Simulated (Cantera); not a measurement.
A perfectly stirred reactor is fed with H₂ : O₂ : N₂ = 0.93 : 1 : 9 (molar parts), equivalence ratio 0.47, at 13300 Pa; it is held at 950 K, and followed from long to short residence time.

Detailed kinetics in Cantera: the H2/O2 subset of GRI-Mech 3.0, which has no nitrogen chemistry. Radical loss at walls, strong at low pressure, is not modelled. The temperature is held fixed by assumption; the heat of reaction is taken as removed at once.

**Question.** What does this change do: temperature 950 to 1275 K?

**Answer.** 
| quantity | before | after |
|---|---|---|
| x(H₂) at τ = 15.0 s | 0.000189 | 3.58e-5 |
| x(O₂) at τ = 15.0 s | 0.0512 | 0.0511 |
| x(H) at τ = 15.0 s | 1.98e-6 | 4.43e-6 |
| x(H₂O₂) at τ = 15.0 s | 2.74e-7 | 5.76e-8 |
| x(H₂O) at τ = 15.0 s | 0.0887 | 0.0887 |
| x(H₂) at τ = 61.0 ms | 0.00418 | 0.00130 |
| x(O₂) at τ = 61.0 ms | 0.0530 | 0.0511 |
| x(H) at τ = 61.0 ms | 0.000448 | 0.00105 |
| x(H₂O₂) at τ = 61.0 ms | 4.92e-7 | 3.96e-7 |
| x(H₂O) at τ = 61.0 ms | 0.0841 | 0.0863 |
